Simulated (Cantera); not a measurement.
Input: 1 mol BN, 3.9 mol NF₃, 26 mol H₂, held at 802 °C and 133 Pa.

Method: chemical equilibrium by Gibbs-energy minimisation in Cantera with the NASA 1993 tables (ideal gas, pure condensed phases). Candidate condensed phases: B, BN; 31 gas species. The numbers say what is thermodynamically allowed, not how fast it happens.

Base state: H₂ 0.641, HF 0.257, N₂ 0.0725, BF₃ 0.0296 (mole fractions); condensed: gas only.

Question: What changes in the equilibrium state with this change: H₂ from 26 to 0.73 mol?

Answer: 
```tsv
species	before	after
F	<1e-9	0.580
N₂	0.0725	0.204
HF	0.257	0.122
H₂	0.641	<1e-9
F₂	<1e-9	0.0116
BF₃	0.0296	0.0833
```
